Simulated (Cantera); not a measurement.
An isothermal, constant-pressure homogeneous reactor starts with 28.1 % H2, 71.9 % O2, at 1375 K and 1330 Pa.

Detailed kinetics in Cantera: the H2/O2 subset of GRI-Mech 3.0, which has no nitrogen chemistry. Radical loss at walls, strong at low pressure, is not modelled. The temperature is held fixed by assumption; the heat of reaction is taken as removed at once.

x: mole fraction; the columns are a selection and need not sum to one.

```
t (s)         x H2   x O2    x HO2   x H2O2       x H      x OH
--------  --------  -----  -------  -------  --------  --------
0.000100     0.281  0.719  3.31e-7      ___   1.03e-6   3.88e-7
0.000285     0.280  0.719  1.08e-6      ___  0.000199   7.72e-5
0.000811    0.0193  0.560  6.39e-6  2.95e-7    0.0981    0.0207
0.00231     0.0172  0.568  6.64e-6  3.00e-7    0.0868    0.0199
0.00658     0.0144  0.592  7.23e-6  3.38e-7    0.0607    0.0186
0.0187     0.00759  0.635  7.63e-6  3.61e-7    0.0201    0.0140
0.0534     0.00144  0.666  4.64e-6      ___   0.00153   0.00620
0.152     0.000168  0.672  1.13e-6      ___   6.02e-5   0.00213
0.433      2.63e-5  0.673  2.49e-7      ___   3.74e-6  0.000845
1.23       5.78e-6  0.673  1.00e-7      ___   3.89e-7  0.000397
3.51       1.78e-6  0.674  9.49e-8      ___   6.68e-8  0.000221
10.0       1.09e-6  0.674  1.07e-7      ___   3.19e-8  0.000172
```

Question: What belongs in the gaps?

Answer: 
- 0.000100, x H2O2: 1.41e-9
- 0.000285, x H2O2: 1.11e-8
- 0.0534, x H2O2: 2.15e-7
- 0.152, x H2O2: 7.44e-8
- 0.433, x H2O2: 2.45e-8
- 1.23, x H2O2: 8.69e-9
- 3.51, x H2O2: 3.89e-9
- 10.0, x H2O2: 2.96e-9
